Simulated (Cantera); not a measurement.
Input: 1 mol MgO, 0.055 mol H2S, 0.32 mol O2, held at 1625 K.

Equilibrium computed with Cantera from the NASA thermochemical tables; the gas is ideal and each condensed phase is pure. Candidate condensed phases: H2O, H2SO4, Mg, MgO, Mg(OH)2, MgS, MgSO4, S; 26 gas species. Kinetics and transport are ignored.

x: gas mole fraction; n: condensed amount in mol.

```json
[
 {"P (Pa)": "1000", "x O2": "0.683", "x H2O": "0.158", "x SO2": "0.158", "x SO3": "0.000271", "x OH": "(withheld)", "n MgO(s)": "1.00"},
 {"P (Pa)": "4600", "x O2": "0.683", "x H2O": "0.158", "x SO2": "0.158", "x SO3": "0.000581", "x OH": "(withheld)", "n MgO(s)": "1.00"},
 {"P (Pa)": "21000", "x O2": "0.683", "x H2O": "0.158", "x SO2": "0.157", "x SO3": "0.00124", "x OH": "(withheld)", "n MgO(s)": "1.00"},
 {"P (Pa)": "96000", "x O2": "0.683", "x H2O": "0.158", "x SO2": "0.156", "x SO3": "0.00262", "x OH": "(withheld)", "n MgO(s)": "1.00"},
 {"P (Pa)": "440000", "x O2": "0.682", "x H2O": "0.159", "x SO2": "0.153", "x SO3": "0.00551", "x OH": "(withheld)", "n MgO(s)": "1.00"},
 {"P (Pa)": "2000000", "x O2": "0.682", "x H2O": "0.159", "x SO2": "0.148", "x SO3": "0.0113", "x OH": "(withheld)", "n MgO(s)": "1.00"}
]
```

Question: Fill in the missing entries.

Answer: 
- 1000, x OH: 0.00114
- 4600, x OH: 0.000778
- 21000, x OH: 0.000533
- 96000, x OH: 0.000365
- 440000, x OH: 0.000249
- 2000000, x OH: 0.000171
